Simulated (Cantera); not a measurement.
A Cantera script and its output.

```python
import numpy as np
import cantera as ct

gas = ct.Solution("gri30.yaml")
gas.TPX = 1200, 1000000, {'CO': 1, 'H2': 0.39, 'O2': 0.348, 'N2': 1.31}
reactor = ct.IdealGasReactor(gas, energy="on", clone=False)
net = ct.ReactorNet([reactor])
net.rtol, net.atol = 1e-08, 1e-16
show = ['CO', 'H2', 'O2', 'H2O2', 'NO']
times = np.geomspace(1e-06, 0.5, 14)

steps = ct.SolutionArray(gas, extra=["t"])
rows = []
print(f"{'t/s':>10s}{'T/K':>9s}{'P/Pa':>11s}" + "".join(f"{s:>11s}" for s in show))
for t in times:
    while net.time < t:
        t_next = net.step()
        steps.append(gas.state, t=t_next)
    rows.append([np.interp(t, steps.t, y) for y in (steps.T, steps.P, *steps(*show).X.T)])
    print(f"{t:10.3e}{rows[-1][0]:9.1f}{rows[-1][1]:11.4g}" + "".join(f"{x:11.3e}" for x in rows[-1][2:]))
rate = np.gradient(steps.T, steps.t)
print("integrator steps:", len(steps.t))
if steps.T.max() > steps.T[0] + 200:
    print(f"time of steepest temperature rise: {steps.t[rate.argmax()]:.4e} s")
gas.TPX = 1200, 1000000, {'CO': 1, 'H2': 0.39, 'O2': 0.348, 'N2': 1.31}
gas.equilibrate("UV")
print(f"equilibrium (UV): T = {gas.T:.1f} K  " + "  ".join(f"{s} {gas[s].X[0]:.3e}" for s in show))
```

Result:

```
       t/s      T/K       P/Pa         CO         H2         O2       H2O2         NO
 1.000e-06   1200.0      1e+06  3.281e-01  1.280e-01  1.142e-01  1.666e-10  2.320e-18
 2.744e-06   1200.0      1e+06  3.281e-01  1.280e-01  1.142e-01  2.721e-09  3.674e-17
 7.529e-06   1200.1      1e+06  3.281e-01  1.279e-01  1.142e-01  6.783e-08  3.176e-15
 2.066e-05   1233.7  1.026e+06  3.276e-01  1.254e-01  1.121e-01  8.870e-05  2.944e-10
 5.669e-05   3053.7  2.282e+06  2.365e-01  2.643e-02  2.140e-03  4.499e-07  2.052e-03
 1.556e-04   3044.5  2.276e+06  2.372e-01  2.672e-02  1.977e-03  4.257e-07  3.674e-03
 4.269e-04   3043.7  2.275e+06  2.372e-01  2.675e-02  1.964e-03  4.238e-07  3.800e-03
 1.171e-03   3043.7  2.275e+06  2.372e-01  2.675e-02  1.964e-03  4.238e-07  3.800e-03
 3.214e-03   3043.7  2.275e+06  2.372e-01  2.675e-02  1.964e-03  4.238e-07  3.800e-03
 8.819e-03   3043.7  2.275e+06  2.372e-01  2.675e-02  1.964e-03  4.238e-07  3.800e-03
 2.420e-02   3043.7  2.275e+06  2.372e-01  2.675e-02  1.964e-03  4.238e-07  3.800e-03
 6.641e-02   3043.7  2.275e+06  2.372e-01  2.675e-02  1.964e-03  4.238e-07  3.800e-03
 1.822e-01   3043.7  2.275e+06  2.372e-01  2.675e-02  1.964e-03  4.238e-07  3.800e-03
 5.000e-01   3043.7  2.275e+06  2.372e-01  2.675e-02  1.964e-03  4.238e-07  3.800e-03
integrator steps: 1407
time of steepest temperature rise: 2.3625e-05 s
equilibrium (UV): T = 3043.7 K  CO 2.372e-01  H2 2.675e-02  O2 1.964e-03  H2O2 4.238e-07  NO 3.800e-03
```

Computed with Cantera and GRI-Mech 3.0 (53 species, 325 reactions). The hydrogen kinetics of GRI-Mech 3.0 are dated; newer H2 mechanisms differ, most at raised pressure. Above 3000 K some thermodynamic fits are extrapolated.
